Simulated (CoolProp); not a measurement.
Vapour-liquid equilibrium of R245fa (1) + n-pentane (2) at 365 K; x and y are mole fractions of (1).

Values from CoolProp's multi-fluid Helmholtz-energy mixture model, Akasaka 2015 and Thol 2019; pair parameters Bell 2016.

Give the bubble pressure and the first vapour's composition at x = 0.35, 0.5, 0.95. Is there an azeotrope?

x = 0.35: 1.041 MPa, y = 0.582; x = 0.5: 1.105 MPa, y = 0.640; x = 0.95: 1.093 MPa, y = 0.925. y crosses x between x = 0.725 and 0.8: the model has an azeotrope there.

Pair parameters are fitted to limited data, so mixtures are less certain than the pure fluids. With so large a gap from Raoult's law the liquid may split in two, which this calculation doesn't test in full.
